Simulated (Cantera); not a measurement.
Cantera run, input and output.

```python
import numpy as np
import cantera as ct

gas = ct.Solution("SiF4_NH3_mec.yaml", "gas")
gas.TPX = 2325, 11000, {'NH3': 1, 'H2': 0.14}
inlet = ct.Reservoir(gas, clone=True)

reactor = ct.IdealGasConstPressureReactor(gas, energy="off", clone=False)
exhaust = ct.Reservoir(gas, clone=True)
tau = [0.35, 0.21, 0.12, 0.074, 0.044, 0.026, 0.015, 0.0091, 0.0054, 0.0032][0]
for a, b in ((inlet, reactor), (reactor, exhaust)):
    ct.MassFlowController(a, b, mdot=lambda t: reactor.mass / tau)
net = ct.ReactorNet([reactor])
show = ['NH3', 'H2', 'NH', 'H', 'N2H2', 'N', 'N2H4']

rows = []
print(f"{'tau/s':>10s}{'T/K':>9s}" + "".join(f"{s:>11s}" for s in show))
for tau in [0.35, 0.21, 0.12, 0.074, 0.044, 0.026, 0.015, 0.0091, 0.0054, 0.0032]:
    net.initial_time = 0.0
    net.advance(30 * tau)
    before = gas.X
    net.advance(40 * tau)
    drift = np.max(np.abs(gas.X - before) / (gas.X + 1e-9))
    rows.append([gas.T, *gas[show].X, drift])
    print(f"{tau:10.3e}{gas.T:9.1f}" + "".join(f"{x:11.3e}" for x in gas[show].X))
```

Output:

```
     tau/s      T/K        NH3         H2         NH          H       N2H2          N       N2H4
 3.500e-01   2325.0  2.013e-02  7.476e-01  4.243e-05  4.225e-03  3.807e-07  1.030e-05  6.978e-10
 2.100e-01   2325.0  3.711e-02  7.358e-01  4.926e-05  3.315e-03  6.835e-07  9.461e-06  1.508e-09
 1.200e-01   2325.0  6.690e-02  7.144e-01  5.807e-05  2.621e-03  1.250e-06  8.980e-06  3.249e-09
 7.400e-02   2325.0  1.061e-01  6.859e-01  6.654e-05  2.157e-03  2.053e-06  8.698e-06  6.002e-09
 4.400e-02   2325.0  1.669e-01  6.415e-01  7.605e-05  1.742e-03  3.403e-06  8.407e-06  1.104e-08
 2.600e-02   2325.0  2.507e-01  5.800e-01  8.532e-05  1.385e-03  5.467e-06  8.050e-06  1.923e-08
 1.500e-02   2325.0  3.601e-01  4.997e-01  9.350e-05  1.070e-03  8.517e-06  7.559e-06  3.172e-08
 9.100e-03   2325.0  4.695e-01  4.193e-01  9.866e-05  8.331e-04  1.201e-05  6.992e-06  4.616e-08
 5.400e-03   2325.0  5.797e-01  3.383e-01  1.012e-04  6.377e-04  1.602e-05  6.292e-06  6.280e-08
 3.200e-03   2325.0  6.736e-01  2.693e-01  1.008e-04  4.921e-04  1.979e-05  5.531e-06  7.881e-08
```

Computed with Cantera and the gas-phase N/H chemistry of the illustrative SiF4/NH3 mechanism in the Surface Chemkin manual (1991). Walls and surfaces, which speed up NH3 decomposition in real reactors, are not modelled.
